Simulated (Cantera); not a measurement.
Hydrogen reduction and annealing atmospheres: Ta2O5 + H2 + H2O

Charge: 1 mol Ta2O5, 3.6 mol H2, 0.72 mol H2O, held at 1775 K and 750 Torr.

Method: chemical equilibrium by Gibbs-energy minimisation in Cantera with the NASA 1993 tables (ideal gas, pure condensed phases). Candidate condensed phases: H2O, Ta, Ta2O5; 12 gas species. Rates play no part.

```yaml
x(H2): 0.833
x(H2O): 0.167
x(H): 0.000264
x(OH): 3.29e-6
n(Ta2O5(s)): 1.00 mol
gas_amount: 4.321 mol
log10 activity of Ta(s) (absent): -6.31
```
